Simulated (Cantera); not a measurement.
What does this Cantera script print?

```python
import numpy as np
import cantera as ct

gas = ct.Solution("gri30.yaml")


def delay(T, t_max=10):
    gas.TPX = T, 3500000, {'CH4': 1, 'C2H6': 0.042, 'O2': 4.99, 'N2': 18.8}
    reactor = ct.IdealGasConstPressureReactor(gas, clone=False)
    net = ct.ReactorNet([reactor])
    net.rtol, net.atol = 1e-8, 1e-16
    while net.time < t_max:
        t_old, T_old = net.time, reactor.T
        net.step()
        if reactor.T > T + 400:  # ignition: a rise of 400 K
            return t_old + (T + 400 - T_old) / (reactor.T - T_old) * (net.time - t_old)
    return np.nan


taus = []
for T in [1300, 1400, 1500, 1600, 1700, 1800, 1900, 2000, 2100]:
    taus.append(delay(T))
    print(f"T0 = {T:6g} K   tau = {taus[-1]:.4e} s")
```

Output:

```
T0 =   1300 K   tau = 2.1487e-04 s
T0 =   1400 K   tau = 7.9468e-05 s
T0 =   1500 K   tau = 3.2861e-05 s
T0 =   1600 K   tau = 1.4859e-05 s
T0 =   1700 K   tau = 7.2774e-06 s
T0 =   1800 K   tau = 3.8490e-06 s
T0 =   1900 K   tau = 2.1932e-06 s
T0 =   2000 K   tau = 1.3400e-06 s
T0 =   2100 K   tau = 8.7192e-07 s
```

Cantera simulation using GRI-Mech 3.0 (53 species, 325 reactions); the numbers are that mechanism's predictions, not measurements. The pressure lies above the range GRI-Mech 3.0 was tuned for (to about 10 atm).
